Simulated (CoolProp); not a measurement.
Values from CoolProp's reference Helmholtz-energy equation of state, Guder 2009.

For sulfur hexafluoride, give the phase and the speed of sound (m/s), Joule-Thomson coefficient (K/MPa), expansivity (1/kK), viscosity (µPa s) at 38.55 °C and 10.2 MPa; 38.55 °C and 11.9 MPa; 38.55 °C and 18.8 MPa.


- 38.55 °C and 10.2 MPa: liquid; speed of sound 293, Joule-Thomson coefficient 0.306, expansivity 4.70, viscosity 141
- 38.55 °C and 11.9 MPa: liquid; speed of sound 314, Joule-Thomson coefficient 0.203, expansivity 4.19, viscosity 150
- 38.55 °C and 18.8 MPa: liquid; speed of sound 381, Joule-Thomson coefficient -0.0257, expansivity 3.08, viscosity 181

Viscosity comes from a separate model (Quiñones-Cisneros 2012).
